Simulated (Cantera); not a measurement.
Charge: 1 mol Al, 1.3 mol H2O, 50 mol H2, equilibrated at 35.0 Pa.

Points: T (K) = 798, 873, 948, 1023, 1098, 1173, 1248, 1323.

Cantera's Mixture.equilibrate('TP', solver="vcs", rtol=1e-11, max_steps=5000) on the NASA tables stopped like this:

```
ERROR: FAILURE its = 5001!

*******************************************************************************
CanteraError thrown by MultiPhase::equilibrate:
VCS solver failed. Return code: -1
*******************************************************************************
```

Task: What got this run through?

Result: Several could match; the one computed here: The failure is numerical, not chemical. The same input converged with solver="gibbs", rtol=1e-10, max_steps=50000, and the result passed a check of the equilibrium conditions:
```
log10 of partial pressures in bar; condensed amounts in mol
       T/K        H2        AL    AL(cr)     AL(L)  AL2O3(a)
       798    -3.456   -14.558    0.1333         0    0.4333
       873    -3.456   -12.724    0.1333         0    0.4333
       948    -3.456   -11.194         0    0.1333    0.4333
      1023    -3.456    -9.927         0    0.1333    0.4333
      1098    -3.456    -8.837         0    0.1331    0.4333
      1173    -3.456    -7.888         0    0.1308    0.4332
      1248    -3.456    -7.055         0    0.1155    0.4323
      1323    -3.457    -6.319         0   0.02735    0.4253
```

The gas is ideal and each condensed phase is pure. Mutual solubility and eutectic melting of coexisting phases are not modelled.
